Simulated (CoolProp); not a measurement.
Computed with CoolProp (reference Helmholtz-energy equation of state, Lemmon 2006). It is a short technical equation, of lower accuracy than the large ones.

Task: Give the vapour pressure (MPa), vapour Z, surface tension (mN/m), liquid viscosity (µPa s) of saturated isopentane at 323.3 K.

Result: 
| T (K) | p (MPa) | vapour Z | surface tension (mN/m) | liquid viscosity (µPa s) |
|---|---|---|---|---|
| 323.3 | 0.206 | 0.928 | 11.8 | 156 |

Viscosity comes from a separate model (Chung 1988), a generic estimate that can be far off for the liquid and wasn't checked against measurements. Surface tension comes from a separate correlation (Mulero 2012).
